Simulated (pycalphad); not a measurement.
Effect of Hf content in Ti-Hf-B

All values are pycalphad results on the COST 507 light-alloy database (1999) (1 atm), not direct measurements. These are 1990s assessments: newer ones move some temperatures and phases. Amounts are mole fractions of atoms. Diffusion is slow at the low end, where real alloys seldom reach equilibrium.

```
alloy                    liquidus (°C)  first solid  solidus (°C)      phases at 617 °C
-----------------------  -------------  -----------  ------------  --------------------
Ti-0.06Hf-11.45B (at.%)           1625           BM          1541  HCP_A3 0.77, BM 0.23
Ti-0.16Hf-11.45B (at.%)           1625           BM          1541  HCP_A3 0.77, BM 0.23
Ti-0.22Hf-11.45B (at.%)           1625           BM          1541  HCP_A3 0.77, BM 0.23
Ti-0.44Hf-11.45B (at.%)           1625           BM          1541  HCP_A3 0.77, BM 0.23
Ti-0.88Hf-11.45B (at.%)           1624           BM          1541  HCP_A3 0.77, BM 0.23
```

Database names, with the compositions (at.%) that they take in these runs: BM: Ti 50 B 50. HCP_A3 is hcp.
